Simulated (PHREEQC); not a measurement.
Consider water at 25 °C with 73 mmol/kgw HCl, 1.7 mmol/kgw MnSO4 and 0.037 mmol/kgw MgSO4. It is in equilibrium with CO2 at log p = -3.5 (atm). Otherwise closed; pH follows from the charge balance.

Model: ion-association model, wateq4f.dat, run in PHREEQC.

No solid was allowed to form.

Task: What pH does the model give?

Result: pH 1.22.

Task: In which forms is Mg present?

Result: Mg+2 98 %, MgSO4 1.7 % of the Mg.

Species that the database lacks are ignored.
